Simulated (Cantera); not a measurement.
A freely propagating, adiabatic, planar premixed flame of 13.9 % CH4, 23.3 % O2, 62.8 % N2, equivalence ratio 1.2, unburnt at 425 K and 1130 Torr; multicomponent transport, grid criteria slope 0.08 and curve 0.16, no radiation.

Cantera simulation using GRI-Mech 3.0 (53 species, 325 reactions); the numbers are that mechanism's predictions, not measurements. Burning velocities carry a grid error of a few per cent, more on coarse grids.

Q: Predict: laminar burning velocity; thermal thickness; peak x(HO2); peak x(O).

A: 
```
Item                          Value
------------------------  ---------
laminar burning velocity  96.1 cm/s
thermal thickness          0.204 mm
peak x(HO2)                0.000227
peak x(O)                   0.00287
```
